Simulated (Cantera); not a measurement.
A freely propagating, adiabatic, planar premixed flame of 28.9 % H₂, 14.6 % O₂, 54.9 % N₂, 1.53 % H₂O, equivalence ratio 0.99, unburnt at 625 K and 0.370 bar; mixture-averaged transport, grid criteria slope 0.08 and curve 0.16, no radiation.

Model: the H2/O2 subset of GRI-Mech 3.0, which has no nitrogen chemistry, integrated in Cantera. Burning velocities carry a grid error of a few per cent, more on coarse grids.

Question: Predict: laminar burning velocity; thermal thickness; peak x(HO₂); peak x(O); peak x(OH).

Answer: 
* **laminar burning velocity**: 726 cm/s
* **thermal thickness**: 1.75 mm
* **peak x(HO₂)**: 0.000129
* **peak x(O)**: 0.0150
* **peak x(OH)**: 0.0191
